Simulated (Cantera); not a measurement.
## Stirred combustor or abatement burner

A perfectly stirred reactor is fed with 8.80 % CH4, 1.32 % C2H6, 1.85 % C3H8, 18.5 % O2, 69.6 % N2, equivalence ratio 1.7, at 3.10 bar; it is adiabatic with a 575 K inlet, and is followed from long to short residence time, starting on the burning branch (τ in s: 0.027, 0.014, 0.0075, 0.0039, 0.0021, 0.0011, 0.00058, 0.0003, 0.00016, 8.4e-05, 4.4e-05, 2.3e-05).

Cantera simulation using GRI-Mech 3.0 (53 species, 325 reactions); the numbers are that mechanism's predictions, not measurements. GRI-Mech 3.0 was tuned for natural gas; its chemistry of propane as a main component is partial and can be far from experiment.

```
τ (s)    T (K)    x CH4    x C2H6   x C3H8    x H2     x CH3   x CO2
-------  -----  -------  --------  -------  ------  --------  ------
0.027     2004  0.00317   2.34e-6  5.18e-7  0.0948  0.000250  0.0349
0.014     2007  0.00396   4.37e-6  9.56e-7  0.0902  0.000352  0.0355
0.0075    2007  0.00472   7.75e-6  1.71e-6  0.0857  0.000479  0.0360
0.0039    2004  0.00554   1.40e-5  3.17e-6  0.0813  0.000649  0.0362
0.0021    1997  0.00636   2.46e-5  5.76e-6  0.0774  0.000851  0.0360
0.0011    1981  0.00738   4.59e-5  1.10e-5  0.0735   0.00112  0.0350
0.00058   1950  0.00888   9.27e-5  2.25e-5  0.0698   0.00144  0.0329
0.00030   1874   0.0124  0.000260  6.08e-5  0.0650   0.00179  0.0281
0.00016    575   0.0880    0.0132   0.0185  <1e-12    <1e-12  <1e-12
8.4e-5     575   0.0880    0.0132   0.0185  <1e-12    <1e-12  <1e-12
4.4e-5     575   0.0880    0.0132   0.0185  <1e-12    <1e-12  <1e-12
2.3e-5     575   0.0880    0.0132   0.0185  <1e-12    <1e-12  <1e-12
```
x: mole fraction; the columns are a selection and need not sum to one.
